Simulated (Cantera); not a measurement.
Input: 1 mol Mg(OH)₂, 0.48 mol C, 7 mol CO₂, equilibrated at 1352 °C and 27.0 Pa.

These are equilibrium values from Cantera (NASA tables, ideal gas, pure condensed phases), not measurements of a reactor. Candidate condensed phases: C, C₆H₆, C₇H₈, C₈H₁₈, H₂O, Mg, MgCO₃, MgO, Mg(OH)₂; 116 gas species. Equilibrium is a limit: real reactors are often held back by kinetics, nucleation or transport.

Base state: CO₂ 0.773, H₂O 0.113, CO 0.108, H₂ 0.00507, H 0.000306, OH 0.000286, O₂ 0.000143, O 1.42e-5 (mole fractions); condensed: MgO(s).

Q: What changes in the equilibrium state with this change: temperature from 1352 °C to 1927 °C?

A: 
| species | before | after |
|---|---|---|
| CO | 0.108 | 0.309 |
| CO₂ | 0.773 | 0.307 |
| O₂ | 0.000143 | 0.132 |
| Mg | 3.30e-6 | 0.0805 |
| O | 1.42e-5 | 0.0598 |
| H | 0.000306 | 0.0320 |
| OH | 0.000286 | 0.0234 |
| H₂O | 0.113 | 0.0457 |
| MgO | 8.54e-9 | 0.00153 |
| MgOH | 1.28e-7 | 0.000300 |
| H₂ | 0.00507 | 0.00874 |
| MgO(s), mol | 1.000 | 0 |

Q: What changes in the equilibrium state with this change: CO₂ from 7 to 0.088 mol?

A: 
```csv
species,before,after
H₂,0.00507,0.331
H₂O,0.113,0.305
CO,0.108,0.279
CO₂,0.773,0.0826
Mg,3.30e-6,7.95e-5
O₂,0.000143,2.46e-7
O,1.42e-5,5.88e-7
H,0.000306,0.00247
OH,0.000286,9.57e-5
"MgO(s), mol",1.000,1.000
```
